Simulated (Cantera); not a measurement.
An isothermal, constant-pressure homogeneous reactor starts with 71.4 % NO, 28.6 % N2, at 1925 K and 0.0790 bar.

Computed with Cantera and GRI-Mech 3.0 (53 species, 325 reactions).

One state of this run: x NO = 0.506; x O = 0.000454; x O2 = 0.104; x N2O = 8.88e-5; x NO2 = 0.000194; x N2 = 0.390. x: mole fraction; the columns are a selection and need not sum to one.

Q: Which value of t (s) does it belong to?
A. 7.76
B. 0.00451
C. 3.06
D. 19.7

A: C, 3.06
